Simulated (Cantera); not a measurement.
An adiabatic, constant-volume homogeneous reactor starts with 7.58 % CH4, 19.4 % O2, 73.0 % N2, equivalence ratio 0.78, at 1475 K and 1000000 Pa.

Computed with Cantera and GRI-Mech 3.0 (53 species, 325 reactions).

x: mole fraction; the columns are a selection and need not sum to one.

| t (s) | T (K) | P (bar) | x CH4 | x O2 | x C2H | x CO | x C2H6 | x CH2CO | x CH2 |
|---|---|---|---|---|---|---|---|---|---|
| 6.00e-6 | 1475 | 10.00 | 0.0758 | 0.194 | <1e-12 | 3.71e-9 | ___ | <1e-12 | 1.34e-12 |
| 1.53e-5 | 1475 | 10.00 | 0.0757 | 0.194 | <1e-12 | 1.06e-7 | ___ | 5.13e-12 | 1.82e-11 |
| 3.91e-5 | 1476 | 10.0 | 0.0755 | 0.194 | <1e-12 | 4.53e-6 | ___ | 1.97e-9 | 2.17e-10 |
| 9.99e-5 | 1483 | 10.1 | 0.0743 | 0.193 | <1e-12 | 0.000147 | ___ | 2.78e-7 | 1.23e-9 |
| 0.000255 | 2981 | 20.6 | <1e-12 | 0.0424 | <1e-12 | 0.0185 | <1e-12 | <1e-12 | <1e-12 |
| 0.000651 | 2966 | 20.5 | <1e-12 | 0.0385 | <1e-12 | 0.0185 | <1e-12 | <1e-12 | <1e-12 |
| 0.00166 | 2966 | 20.5 | <1e-12 | 0.0385 | <1e-12 | 0.0185 | <1e-12 | <1e-12 | <1e-12 |
| 0.00424 | 2966 | 20.5 | <1e-12 | 0.0385 | <1e-12 | 0.0185 | <1e-12 | <1e-12 | <1e-12 |
| 0.0108 | 2966 | 20.5 | <1e-12 | 0.0385 | <1e-12 | 0.0185 | <1e-12 | <1e-12 | <1e-12 |
| 0.0277 | 2966 | 20.5 | <1e-12 | 0.0385 | <1e-12 | 0.0185 | <1e-12 | <1e-12 | <1e-12 |
| 0.0706 | 2966 | 20.5 | <1e-12 | 0.0385 | <1e-12 | 0.0185 | <1e-12 | <1e-12 | <1e-12 |
| 0.180 | 2966 | 20.5 | <1e-12 | 0.0385 | <1e-12 | 0.0185 | <1e-12 | <1e-12 | <1e-12 |
| 0.460 | 2966 | 20.5 | <1e-12 | 0.0385 | <1e-12 | 0.0185 | <1e-12 | <1e-12 | <1e-12 |
| 1.18 | 2966 | 20.5 | <1e-12 | 0.0385 | <1e-12 | 0.0185 | <1e-12 | <1e-12 | <1e-12 |
| 3.00 | 2966 | 20.5 | <1e-12 | 0.0385 | <1e-12 | 0.0185 | <1e-12 | <1e-12 | <1e-12 |

Question: What belongs in the gaps?

Answer: 
- 6.00e-6, x C2H6: 2.03e-8
- 1.53e-5, x C2H6: 6.74e-7
- 3.91e-5, x C2H6: 2.37e-5
- 9.99e-5, x C2H6: 0.000279
